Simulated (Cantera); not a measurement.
Cantera run:

```python
import numpy as np
import cantera as ct

gas_names = """
    AL ALCL ALCL2 ALCL3 ALH ALN AL2 AL2CL6 CL CL2 H HCL H2 N NH NH2 NH3 N2 N2H2 N2H4
""".split()
cond_names = """
    AL(cr) AL(L) ALCL3(s) ALCL3(L) ALN(s) NH4CL(a) NH4CL(b)
""".split()


def load(file, names, dense=False):
    # The tables refer to 1 bar. Condensed volumes are neglected.
    table = {s.name: s for s in ct.Species.list_from_file(file)}
    out = []
    for n in names:
        d = dict(table[n].input_data)
        d["thermo"] = dict(d["thermo"], **{"reference-pressure": 1e5})
        if dense:
            d["equation-of-state"] = {"model": "constant-volume", "density": "1e6 g/cm^3"}
        out.append(ct.Species.from_dict(d))
    return out


gas = ct.Solution(thermo="ideal-gas", species=load("nasa_gas.yaml", gas_names))
cond = {s.name: ct.Solution(thermo="fixed-stoichiometry", species=[s], name=s.name)
        for s in load("nasa_condensed.yaml", cond_names, dense=True)}
atoms = {
    'AlCl3': {'AL': 1, 'CL': 3},
    'N2': {'N': 2},
    'H2': {'H': 2},
}
top_T = {'ALN(s)': 2750}  # K; cautious upper limits of use, not melting points


def equilibrate(T, P, feed):
    n = {}
    for name, mol in feed.items():
        for a, k in atoms[name].items():
            n[a] = n.get(a, 0.0) + k * mol
    gas.TPX = T, P, n
    mass = sum(n.values()) * gas.mean_molecular_weight
    gas.equilibrate("TP")
    valid = [c for c in cond.values() if c.min_temp <= T <= top_T.get(c.name, c.max_temp)]
    mix = ct.Mixture([(gas, mass / gas.mean_molecular_weight)] + [(c, 0.0) for c in valid])
    mix.T, mix.P = T, P
    mix.equilibrate("TP", solver="vcs", rtol=1e-11, max_steps=5000)
    return mix


results = []
feed = {'AlCl3': 1, 'N2': 56, 'H2': 3.4}  # mol
T = 1873.15  # K
P = 10000  # Pa
mix = equilibrate(T, P, feed)
results.append((T, P, feed, dict(zip(mix.species_names, mix.species_moles))))
print(gas.report(threshold=0.001))
for i in range(1, mix.n_phases):
    print(f"{mix.phase(i).name:16s} {mix.phase_moles(i):12.5e} mol")
```

Result:

```
       temperature   1873.2 K
          pressure   10000 Pa
           density   0.017932 kg/m^3
  mean mol. weight   27.928 kg/kmol
   phase of matter   gas

                          1 kg             1 kmol
                     ---------------   ---------------
          enthalpy        1.6771e+06        4.6837e+07  J
   internal energy        1.1194e+06        3.1263e+07  J
           entropy            9689.7        2.7062e+05  J/K
    Gibbs function       -1.6473e+07       -4.6007e+08  J
 heat capacity c_p            1283.6             35848  J/K
 heat capacity c_v            985.86             27533  J/K

                      mass frac. Y      mole frac. X     chem. pot. / RT
                     ---------------   ---------------   ---------------
              ALCL          0.024783          0.011087           -41.912
             ALCL2          0.010761         0.0030705           -67.562
             ALCL3          0.010418         0.0021823           -93.211
               HCL           0.03272          0.025065           -38.013
                H2         0.0030909           0.04282           -24.727
                N2           0.91797           0.91516           -29.113
     [  +14 minor]        0.00025595         0.0006131

AL(L)             0.00000e+00 mol
ALCL3(L)          0.00000e+00 mol
ALN(s)            0.00000e+00 mol
```

Cantera equilibrium calculation (NASA polynomials, part measured and part estimated; ideal gas, pure solids and liquids). The tables' values for AlCl2 are old estimates; treat these amounts as uncertain.
